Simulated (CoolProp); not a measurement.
Sulfur hexafluoride along the isobar 5080 kPa: Z from the reference equation and from simpler models built on Tc = 318.7 K, pc = 3755 kPa, ω = 0.210; each cubic takes its own stable root.

Computed with CoolProp (reference Helmholtz-energy equation of state, Guder 2009).

```tsv
T (K)	phase	reference
240	liquid	0.2076
244.1	liquid	0.2065
248.2	liquid	0.2055
252.3	liquid	0.2047
256.4	liquid	0.2040
260.6	liquid	0.2035
264.7	liquid	0.2031
268.8	liquid	0.2030
272.9	liquid	0.2030
277	liquid	0.2033
281.1	liquid	0.2038
285.2	liquid	0.2045
289.3	liquid	0.2056
293.4	liquid	0.2071
```

Q: How far does each simpler model (van der Waals, Redlich-Kwong, Soave-Redlich-Kwong, Peng-Robinson) lie from the reference over these 14 states: mean and median of the absolute difference, and the worst?

A: 
- van der Waals: mean 49.5 %, median 49.6 %, worst +51.1 % at 240 K and 5080 kPa
- Redlich-Kwong: mean 9.4 %, median 9.2 %, worst +12.4 % at 293.4 K and 5080 kPa
- Soave-Redlich-Kwong: mean 6.2 %, median 5.9 %, worst +9.4 % at 293.4 K and 5080 kPa
- Peng-Robinson: mean 5.9 %, median 6.3 %, worst -7.9 % at 240 K and 5080 kPa
